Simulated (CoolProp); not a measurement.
Vapour-liquid equilibrium of R22 (1) + n-pentane (2) at 0.0494 MPa; x and y are mole fractions of (1).

The numbers come from the multi-fluid Helmholtz-energy mixture model, Kamei 1995 and Thol 2019; pair parameters Bell 2016 in CoolProp.

Problem. Give the bubble temperature and the first vapour's composition at x = 0.125, 0.575, 0.8. Is there an azeotrope?

Solution. x = 0.125: 243.0 K, y = 0.907; x = 0.575: 222.8 K, y = 0.982; x = 0.8: 220.8 K, y = 0.988. No azeotrope shows between x = 0.05 and 0.95.

The pair parameters rest on a limited set of measurements; away from them the model extrapolates. With so large a gap from Raoult's law the liquid may split in two, which this calculation doesn't test in full.
